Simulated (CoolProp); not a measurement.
The fluoroketone C6F12O (FK-5-1-12) along the isobar 102 bar: fugacity coefficient from the reference equation and from simpler models built on Tc = 168.7 °C, pc = 18.69 bar, ω = 0.471; each cubic takes its own stable root.

Model: reference Helmholtz-energy equation of state, McLinden 2015, in CoolProp.

| T (°C) | phase | reference |
|---|---|---|
| 9.55 | liquid | 0.004402 |
| 24.95 | liquid | 0.008490 |
| 40.25 | liquid | 0.01497 |
| 55.65 | liquid | 0.02464 |
| 71.05 | liquid | 0.03813 |
| 86.35 | liquid | 0.05583 |
| 101.75 | liquid | 0.07831 |
| 117.15 | liquid | 0.1056 |
| 132.45 | liquid | 0.1374 |
| 147.85 | liquid | 0.1737 |
| 163.25 | liquid | 0.2139 |

Q: How far does each simpler model (Redlich-Kwong, Soave-Redlich-Kwong, Peng-Robinson) lie from the reference over these 11 states: mean and median of the absolute difference, and the worst?

A: 
- Redlich-Kwong: mean 101.1 %, median 70.6 %, worst +293.9 % at 9.55 °C and 102 bar
- Soave-Redlich-Kwong: mean 8.3 %, median 8.0 %, worst +10.0 % at 163.25 °C and 102 bar
- Peng-Robinson: mean 2.0 %, median 2.2 %, worst -2.9 % at 71.05 °C and 102 bar
